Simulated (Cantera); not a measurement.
Input: 1 mol FeS2, 0.2 mol SO3, 0.15 mol H2O, at 1200 °C and 7.50 Torr.

Cantera equilibrium calculation (NASA polynomials, part measured and part estimated; ideal gas, pure solids and liquids). Candidate condensed phases: Fe, FeO, Fe(OH)2, Fe(OH)3, FeS, FeSO4, FeS2, Fe2O3, Fe2(SO4)3, Fe3O4, H2O, H2SO4, S; 22 gas species. FeS: taken at fixed stoichiometry. Kinetics and transport are ignored.

Base state: S2 0.477, SO2 0.340, H2O 0.133, H2 0.0250, SO 0.0110, H2S 0.00717, S2O 0.00532, SH 0.00159 (mole fractions); condensed: FeS(l).

**Question.** What changes in the equilibrium state with this change: H2O from 0.15 to 1.2 mol?

**Answer.** 
```
species       before    after
-----------  -------  -------
H2O            0.133    0.489
SO2            0.340    0.201
S2             0.477    0.187
H2            0.0250   0.0949
H2S          0.00717   0.0170
SO            0.0110  0.00671
S2O          0.00532  0.00203
H            2.00e-5  3.90e-5
FeS(l), mol    1.000    0.993
FeO(s), mol        0  0.00667
```
Metal and sulfide melt together well below either melting point, which pure phases cannot show. Mutual solubility and eutectic melting of coexisting phases are not modelled. The tables' stoichiometric FeO is somewhat more stable than real wüstite, so its field is too wide. FeO, FeS: taken at fixed stoichiometry.
